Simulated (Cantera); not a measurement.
Input: 1 mol Si, 1.4 mol NF3, equilibrated at 675 K and 0.0113 Torr.

Cantera equilibrium calculation (NASA polynomials, part measured and part estimated; ideal gas, pure solids and liquids). Candidate condensed phases: Si, Si3N4; 16 gas species. The numbers say what is thermodynamically allowed, not how fast it happens.

Base state: SiF4 0.544, N2 0.381, F 0.0408, F2 0.0339, NF3 4.51e-5 (mole fractions); condensed: gas only.

Q: What changes in the equilibrium state with this change: NF3 from 1.4 to 0.8 mol?

A: 
| species | before | after |
|---|---|---|
| SiF4 | 0.544 | 0.818 |
| N2 | 0.381 | 0.182 |
| F | 0.0408 | <1e-9 |
| F2 | 0.0339 | <1e-9 |
| NF3 | 4.51e-5 | <1e-9 |
| Si3N4(s), mol | 0 | 0.133 |
